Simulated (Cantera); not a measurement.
Charge: 1 mol S, 0.65 mol O2, held at 1900 K.

These are equilibrium values from Cantera (NASA tables, ideal gas, pure condensed phases), not measurements of a reactor. Candidate condensed phases: S; 10 gas species. The ideal-gas law is rough above about 30 bar. Kinetics and transport are ignored.

x: gas mole fraction; nothing condenses.

| P (Pa) | x SO2 | x SO | x S2 | x S | x S2O | x O |
|---|---|---|---|---|---|---|
| 10 | 0.572 | 0.280 | 0.0968 | 0.0497 | 0.000612 | 0.000348 |
| 65 | 0.638 | 0.202 | 0.136 | 0.0231 | 0.00133 | 8.30e-5 |
| 420 | 0.687 | … | … | … | … | … |
| 2700 | 0.722 | 0.0906 | 0.179 | 0.00411 | 0.00442 | 5.04e-6 |
| 17000 | 0.744 | 0.0588 | 0.188 | 0.00168 | 0.00738 | 1.27e-6 |
| 110000 | 0.758 | 0.0374 | 0.192 | 0.000667 | 0.0121 | 3.15e-7 |
| 720000 | 0.766 | … | 0.191 | … | … | … |
| 4700000 | 0.768 | 0.0146 | 0.186 | 0.000101 | 0.0304 | 1.91e-8 |
| 30000000 | 0.767 | 0.00907 | 0.177 | 3.88e-5 | 0.0464 | 4.81e-9 |

**Question.** Complete the blanks.

**Answer.** 
- 720000, x SO: 0.0235
- 720000, x S: 0.000260
- 720000, x S2O: 0.0193
- 720000, x O: 7.73e-8
- 420, x SO: 0.137
- 420, x S2: 0.163
- 420, x S: 0.00994
- 420, x S2O: 0.00252
- 420, x O: 2.03e-5
